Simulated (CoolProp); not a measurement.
The numbers come from the reference Helmholtz-energy equation of state, Thol 2016 in CoolProp.

### Question
For hexamethyldisiloxane (MM), give the phase and the cv (kJ/(kg K)), expansivity (1/kK), fugacity coefficient at 592.2 K and 838 kPa.

### Answer
- 592.2 K and 838 kPa: gas; cv 2.17, expansivity 2.48, fugacity coefficient 0.907
